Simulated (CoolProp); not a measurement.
Vapour-liquid equilibrium of CH2F2 (R32) (1) + R236EA (2) at 335 kPa; x and y are mole fractions of (1).

Values from CoolProp's multi-fluid Helmholtz-energy mixture model, Tillner-Roth 1997 and Rui 2013; pair parameters Bell 2016.

```json
[
 {"x": "0.05", "bubble temperature (°C)": "33.0", "y at the bubble point": "0.217", "dew temperature at overall composition x (°C)": "38.3", "liquid density (mol/L)": "9.468"},
 {"x": "0.2", "bubble temperature (°C)": "15.8", "y at the bubble point": "0.621", "dew temperature at overall composition x (°C)": "33.6", "liquid density (mol/L)": "10.75"},
 {"x": "0.35", "bubble temperature (°C)": "3.0", "y at the bubble point": "0.809", "dew temperature at overall composition x (°C)": "28.2", "liquid density (mol/L)": "12.15"},
 {"x": "0.5", "bubble temperature (°C)": "-6.3", "y at the bubble point": "0.900", "dew temperature at overall composition x (°C)": "21.9", "liquid density (mol/L)": "13.73"},
 {"x": "0.65", "bubble temperature (°C)": "-13.5", "y at the bubble point": "0.949", "dew temperature at overall composition x (°C)": "14.1", "liquid density (mol/L)": "15.60"},
 {"x": "0.8", "bubble temperature (°C)": "-19.1", "y at the bubble point": "0.978", "dew temperature at overall composition x (°C)": "3.8", "liquid density (mol/L)": "17.87"},
 {"x": "0.95", "bubble temperature (°C)": "-23.6", "y at the bubble point": "0.996", "dew temperature at overall composition x (°C)": "-13.6", "liquid density (mol/L)": "20.71"}
]
```

No azeotrope shows between x = 0.05 and 0.95.

The pair parameters rest on a limited set of measurements; away from them the model extrapolates.
